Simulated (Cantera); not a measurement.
An adiabatic, constant-volume homogeneous reactor starts with H2 : O2 : N2 = 1 : 1.25 : 13.8 (molar parts), equivalence ratio 0.40, at 1350 K and 0.720 bar. Integrator tolerance rtol = 1e-08.

Cantera simulation using the H2/O2 subset of GRI-Mech 3.0, which has no nitrogen chemistry; the numbers are that mechanism's predictions, not measurements.

| quantity | before | after |
|---|---|---|
| time of steepest temperature rise | 82.3 µs | 0.253 ms |
| temperature at 0.100 s | 1910 K | 1703 K |
| equilibrium temperature | 1910 K | 1703 K |
| x(H2) at 0.100 s | 4.18e-5 (gas-phase equilibrium 4.18e-5) | 5.91e-6 (gas-phase equilibrium 5.91e-6) |
| x(O2) at 0.100 s | 0.0480 (gas-phase equilibrium 0.0480) | 0.0482 (gas-phase equilibrium 0.0482) |
| x(H) at 0.100 s | 5.60e-6 (gas-phase equilibrium 5.60e-6) | 3.59e-7 (gas-phase equilibrium 3.59e-7) |
| x(O) at 0.100 s | 7.20e-5 (gas-phase equilibrium 7.20e-5) | 9.86e-6 (gas-phase equilibrium 9.86e-6) |
| x(H2O) at 0.100 s | 0.0639 (gas-phase equilibrium 0.0639) | 0.0642 (gas-phase equilibrium 0.0642) |
| x(H2O2) at 0.100 s | 1.89e-8 (gas-phase equilibrium 1.89e-8) | 8.50e-9 (gas-phase equilibrium 8.50e-9) |
| x(OH) at 0.100 s | 0.000717 (gas-phase equilibrium 0.000717) | 0.000203 (gas-phase equilibrium 0.000203) |

**Question.** What was changed between the two runs?
A) constant pressure in place of constant volume
B) initial temperature 1350 to 1448 K
C) initial temperature 1350 to 1775 K
D) initial temperature 1350 to 1123 K

**Answer.** D, initial temperature 1350 to 1123 K
